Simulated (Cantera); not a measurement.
Cantera run:

```python
import numpy as np
import cantera as ct

gas_names = """
    Fe FeO Fe(OH)2 H HO2 H2 H2O H2O2 O OH O2 O3
""".split()
cond_names = """
    Fe(a) Fe(c) Fe(d) Fe(L) FeO(s) FeO(L) Fe(OH)2(s) Fe(OH)3(s) Fe2O3(s) Fe3O4(s) H2O(s) H2O(L)
""".split()


# ... load() reads the species with a 1 bar reference pressure and builds the phases ...
atoms = {
    'Fe3O4': {'Fe': 3, 'O': 4},
    'H2': {'H': 2},
}
top_T = {'Fe2O3(s)': 1830, 'Fe3O4(s)': 1870}  # K; cautious upper limits of use, not melting points


# ... equilibrate(T, P, feed) seeds the gas with the atoms and calls Mixture.equilibrate('TP', solver="vcs", rtol=1e-11, max_steps=5000) ...
results = []
feed = {'Fe3O4': 1, 'H2': 440}  # mol
P = 21000  # Pa
for T in [1348, 1423, 1498, 1573, 1648, 1723, 1798, 1873, 1948, 2023]:
    mix = equilibrate(T, P, feed)
    results.append((T, P, feed, dict(zip(mix.species_names, mix.species_moles))))
    x = sorted(zip(gas.X, gas.species_names), reverse=True)
    print(f"T = {T:g} K  P = {P:g} Pa  gas = {mix.phase_moles(0):.4g} mol")
    print("   x: " + "  ".join(f"{s} {v:.3e}" for v, s in x if v > 1e-06))
    print("   condensed (mol): " + ("  ".join(f"{mix.phase(i).name} {mix.phase_moles(i):.4g}"
          for i in range(1, mix.n_phases) if mix.phase_moles(i) > 1e-12) or "none"))
```

It prints:

```
T = 1348 K  P = 21000 Pa  gas = 440 mol
   x: H2 9.909e-01  H2O 9.091e-03  H 5.026e-06
   condensed (mol): Fe(c) 3
T = 1423 K  P = 21000 Pa  gas = 440 mol
   x: H2 9.909e-01  H2O 9.091e-03  H 1.443e-05
   condensed (mol): Fe(c) 3
T = 1498 K  P = 21000 Pa  gas = 440 mol
   x: H2 9.909e-01  H2O 9.091e-03  H 3.733e-05
   condensed (mol): Fe(c) 3
T = 1573 K  P = 21000 Pa  gas = 440 mol
   x: H2 9.908e-01  H2O 9.090e-03  H 8.832e-05  Fe 3.131e-06
   condensed (mol): Fe(c) 2.999
T = 1648 K  P = 21000 Pa  gas = 440 mol
   x: H2 9.907e-01  H2O 9.090e-03  H 1.934e-04  Fe 1.242e-05
   condensed (mol): Fe(c) 2.995
T = 1723 K  P = 21000 Pa  gas = 440.1 mol
   x: H2 9.905e-01  H2O 9.088e-03  H 3.960e-04  Fe 4.345e-05
   condensed (mol): Fe(d) 2.981
T = 1798 K  P = 21000 Pa  gas = 440.2 mol
   x: H2 9.900e-01  H2O 9.086e-03  H 7.645e-04  Fe 1.363e-04
   condensed (mol): Fe(d) 2.94
T = 1873 K  P = 21000 Pa  gas = 440.5 mol
   x: H2 9.891e-01  H2O 9.080e-03  H 1.401e-03  Fe 3.765e-04
   condensed (mol): Fe(L) 2.834
T = 1948 K  P = 21000 Pa  gas = 441 mol
   x: H2 9.875e-01  H2O 9.069e-03  H 2.450e-03  Fe 9.526e-04  OH 2.036e-06
   condensed (mol): Fe(L) 2.58
T = 2023 K  P = 21000 Pa  gas = 441.9 mol
   x: H2 9.846e-01  H2O 9.047e-03  H 4.112e-03  Fe 2.241e-03  OH 3.936e-06
   condensed (mol): Fe(L) 2.009
```

Equilibrium computed with Cantera from the NASA thermochemical tables; the gas is ideal and each condensed phase is pure.
